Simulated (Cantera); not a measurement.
Cantera run, input and output.

```python
import numpy as np
import cantera as ct

gas = ct.Solution("gri30.yaml")
gas.TPX = 2125, 101325, {'NO': 1, 'N2': 9.3}
inlet = ct.Reservoir(gas, clone=True)

reactor = ct.IdealGasConstPressureReactor(gas, energy="off", clone=False)
exhaust = ct.Reservoir(gas, clone=True)
tau = [0.44, 0.3, 0.2, 0.14, 0.094, 0.063, 0.043, 0.029, 0.02, 0.013, 0.0091][0]
for a, b in ((inlet, reactor), (reactor, exhaust)):
    ct.MassFlowController(a, b, mdot=lambda t: reactor.mass / tau)
net = ct.ReactorNet([reactor])
show = ['NO', 'N2O', 'NO2', 'N2', 'O', 'O2']

rows = []
print(f"{'tau/s':>10s}{'T/K':>9s}" + "".join(f"{s:>11s}" for s in show))
for tau in [0.44, 0.3, 0.2, 0.14, 0.094, 0.063, 0.043, 0.029, 0.02, 0.013, 0.0091]:
    net.initial_time = 0.0
    net.advance(30 * tau)
    before = gas.X
    net.advance(40 * tau)
    drift = np.max(np.abs(gas.X - before) / (gas.X + 1e-9))
    rows.append([gas.T, *gas[show].X, drift])
    print(f"{tau:10.3e}{gas.T:9.1f}" + "".join(f"{x:11.3e}" for x in gas[show].X))
```

Output:

```
     tau/s      T/K         NO        N2O        NO2         N2          O         O2
 4.400e-01   2125.0  5.809e-02  1.888e-06  2.576e-05  9.223e-01  2.376e-04  1.935e-02
 3.000e-01   2125.0  6.750e-02  2.465e-06  2.643e-05  9.176e-01  2.104e-04  1.466e-02
 2.000e-01   2125.0  7.616e-02  3.080e-06  2.566e-05  9.133e-01  1.817e-04  1.034e-02
 1.400e-01   2125.0  8.221e-02  3.558e-06  2.409e-05  9.103e-01  1.586e-04  7.332e-03
 9.400e-02   2125.0  8.718e-02  3.982e-06  2.191e-05  9.078e-01  1.366e-04  4.859e-03
 6.300e-02   2125.0  9.059e-02  4.288e-06  1.975e-05  9.061e-01  1.191e-04  3.164e-03
 4.300e-02   2125.0  9.276e-02  4.487e-06  1.796e-05  9.050e-01  1.062e-04  2.086e-03
 2.900e-02   2125.0  9.424e-02  4.621e-06  1.645e-05  9.043e-01  9.611e-05  1.354e-03
 2.000e-02   2125.0  9.517e-02  4.699e-06  1.530e-05  9.038e-01  8.873e-05  8.969e-04
 1.300e-02   2125.0  9.587e-02  4.745e-06  1.418e-05  9.035e-01  8.179e-05  5.520e-04
 9.100e-03   2125.0  9.625e-02  4.755e-06  1.333e-05  9.033e-01  7.668e-05  3.650e-04
```

Model: GRI-Mech 3.0 (53 species, 325 reactions), integrated in Cantera.
